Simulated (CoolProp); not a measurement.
Vapour-liquid equilibrium of R22 (1) + n-hexane (2) at 269.1 K; x and y are mole fractions of (1).

Model: multi-fluid Helmholtz-energy mixture model, Kamei 1995 and Thol 2019; pair parameters Bell 2016, in CoolProp.

```tsv
x	bubble pressure (MPa)	y at the bubble point	dew pressure at overall composition x (MPa)	liquid density (mol/L)
0.05	0.04031	0.883	0.005099	8.108
0.2	0.1365	0.969	0.006053	8.792
0.35	0.2111	___	0.007443	9.575
0.5	0.2667	0.987	0.009661	10.48
0.65	___	0.991	0.01376	11.54
0.8	___	0.994	0.02389	12.81
0.95	0.4131	0.998	0.09020	14.37
```

### Question
Complete the blanks.

### Answer

- 0.35, y at the bubble point: 0.982
- 0.65, bubble pressure (MPa): 0.3120
- 0.8, bubble pressure (MPa): 0.3575

No azeotrope shows between x = 0.05 and 0.95.

The pair parameters rest on a limited set of measurements; away from them the model extrapolates. With so large a gap from Raoult's law the liquid may split in two, which this calculation doesn't test in full.
